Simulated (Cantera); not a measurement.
Charge: 1 mol PbO, 150 mol H2, held at 1.13 Torr.

These are equilibrium values from Cantera (NASA tables, ideal gas, pure condensed phases), not measurements of a reactor. Candidate condensed phases: H2O, Pb, PbO, PbO2, Pb3O4; 12 gas species. Rates play no part.

Which condensed phases are stable at each of these points (T (K)): 923, 973, 1023, 1073, 1123, 1173, 1223, 1273, 1323, 1373, 1423?


```
T (K)  condensed phases  Pb condensed (%)
-----  ----------------  ----------------
923               Pb(l)              74.6
973               Pb(l)              12.0
1023           gas only               0.0
1073           gas only               0.0
1123           gas only               0.0
1173           gas only               0.0
1223           gas only               0.0
1273           gas only               0.0
1323           gas only               0.0
1373           gas only               0.0
1423           gas only               0.0
```

From 923 K to 973 K the condensed part is Pb(l). From 1023 K to 1423 K nothing is condensed.
